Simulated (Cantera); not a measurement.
CuF2 + H2 (halide evaporation, hydrolysis and transport)

A closed system holds: 1 mol CuF2, 33 mol H2, held at 0.150 Pa.

Equilibrium computed with Cantera from the NASA thermochemical tables; the gas is ideal and each condensed phase is pure. Candidate condensed phases: Cu, CuF2; 15 gas species. Kinetics and transport are ignored.

| T (°C) | x H2 | x H | x HF | x Cu | x CuF | x F | x Cu2 | n Cu(s) |
|---|---|---|---|---|---|---|---|---|
| 702 | 0.941 | 9.06e-7 | 0.0588 | 3.72e-6 | 1.18e-8 | <1e-12 | 4.16e-12 | 1.000 |
| 802 | 0.941 | 1.16e-5 | 0.0588 | 0.000170 | 2.22e-7 | <1e-12 | 9.55e-10 | 0.994 |
| 902 | 0.937 | 9.69e-5 | 0.0586 | 0.00403 | 2.53e-6 | 8.36e-12 | 8.53e-8 | 0.862 |
| 1002 | 0.914 | 0.000575 | 0.0571 | 0.0286 | 9.55e-6 | 1.47e-10 | 9.04e-7 | 0 |
| 1102 | 0.912 | 0.00267 | 0.0571 | 0.0285 | 5.64e-6 | 1.72e-9 | 2.39e-7 | 0 |
| 1202 | 0.905 | 0.0101 | 0.0569 | 0.0284 | 3.57e-6 | 1.45e-8 | 7.52e-8 | 0 |
| 1302 | 0.884 | 0.0319 | 0.0562 | 0.0281 | 2.38e-6 | 9.33e-8 | 2.69e-8 | 0 |
| 1402 | 0.832 | 0.0864 | 0.0547 | 0.0273 | 1.64e-6 | 4.84e-7 | 1.05e-8 | 0 |
| 1502 | 0.722 | 0.201 | 0.0514 | 0.0257 | 1.14e-6 | 2.10e-6 | 4.21e-9 | 0 |
| 1602 | 0.538 | 0.393 | 0.0459 | 0.0230 | 8.03e-7 | 8.01e-6 | 1.66e-9 | 0 |
x: gas mole fraction; n: condensed amount in mol.

From 702 °C to 902 °C the condensed part is Cu(s). From 1002 °C to 1602 °C nothing is condensed. The main Cu-bearing gas is Cu throughout.
